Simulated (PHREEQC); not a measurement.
Consider water at 82 °C with 0.049 mol/kgw HF, 0.0079 mol/kgw NH4F and 0.15 mol/kgw (NH4)2SiF6. Closed to the air; pH follows from the charge balance.

The numbers come from PHREEQC with the ion-association model, phreeqc.dat.

Q: The ionic strength comes out as 0.461 mol/kgw. What activity coefficients do H+, F-, NH4+, SiF6-2, HF2- get?

A: H+ 0.75, F- 0.61, NH4+ 0.57, SiF6-2 0.19, HF2- 0.70.

Precipitation was switched off in this run. At this temperature some constants are extrapolated from 25 °C, and those without enthalpy data are left unchanged. SiF6-2 is the database's only silicon fluoride.
